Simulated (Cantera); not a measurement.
Input: 1 mol Na2SO4, 2.1 mol H2O, 0.48 mol H2, held at 2223 K and 1880 Torr.

Method: chemical equilibrium by Gibbs-energy minimisation in Cantera with the NASA 1993 tables (ideal gas, pure condensed phases). Candidate condensed phases: H2O, H2SO4, Na, NaOH, NaO2, Na2O, Na2O2, Na2S, Na2SO4, S; 27 gas species. Kinetics and transport are ignored.

### Question
What is the equilibrium state?

### Answer
x(H2O): 0.426
x(NaOH): 0.279
x(SO2): 0.169
x(Na): 0.0578
x(O2): 0.0450
x(Na2SO4): 0.0108
x(OH): 0.00610
x(NaO): 0.00268
x(H2): 0.00167
n(Na2SO4(l)): 0.183 mol
gas amount: 4.521 mol
log10 activity of NaOH(l) (absent): -1.05
log10 activity of Na(l) (absent): -2.80
log10 activity of Na2S(l) (absent): -5.32
